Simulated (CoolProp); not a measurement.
Properties of n-perfluorohexane along the isotherm 176.85 °C (Tc = 174.9 °C, pc = 1742 kPa, ω = 0.497).

Values from CoolProp's reference Helmholtz-energy equation of state, Gao 2022.

```
p (kPa)          phase       Z  cp (kJ/(kg K))  cv (kJ/(kg K))  speed of sound (m/s)  Joule-Thomson coefficient (K/MPa)  fugacity coefficient
-------  -------------  ------  --------------  --------------  --------------------  ---------------------------------  --------------------
622                gas  0.8638               …          0.9931                 92.40                              9.831                0.8788
1240               gas  0.6841           1.156           1.012                 72.47                              14.59                0.7601
1870     supercritical  0.2083           3.204           1.067                 48.67                              13.05                0.6264
2490     supercritical  0.2221           1.474           1.045                 101.2                              2.780                0.4992
3110     supercritical       …           1.357           1.038                 129.5                              1.605                0.4217
3730     supercritical  0.3019           1.308           1.034                 150.9                              1.105                0.3700
4350     supercritical  0.3427           1.279           1.031                 168.8                             0.8189                0.3333
4980     supercritical  0.3841           1.259           1.029                 184.6                             0.6289                0.3058
5600     supercritical  0.4244           1.245           1.028                 198.5                             0.4958                0.2852
6220     supercritical  0.4645           1.235           1.026                     …                             0.3954                0.2690
6840     supercritical  0.5042           1.226           1.025                 222.9                             0.3166                0.2561
7460     supercritical  0.5436           1.219           1.024                 233.7                             0.2529                0.2458
8090     supercritical  0.5833           1.213           1.023                 244.1                             0.1994                0.2372
8710     supercritical  0.6222           1.208           1.023                 253.7                             0.1552                     …
```

### Question
Complete the blanks.

### Answer

- 622, cp (kJ/(kg K)): 1.043
- 3110, Z: 0.2612
- 6220, speed of sound (m/s): 211.2
- 8710, fugacity coefficient: 0.2303

The peak of cp marks the crossing from liquid-like to gas-like fluid above the critical point.
